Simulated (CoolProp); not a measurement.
Values from CoolProp's reference Helmholtz-energy equation of state, Thol 2018.

Problem. For hydrogen chloride, give the phase and the density (kg/m³), Joule-Thomson coefficient (K/MPa), isothermal compressibility (1/MPa), fugacity coefficient at -2.55 °C and 9.81 MPa.

Solution. 
- -2.55 °C and 9.81 MPa: liquid; density 970, Joule-Thomson coefficient -0.0177, isothermal compressibility 0.00384, fugacity coefficient 0.226
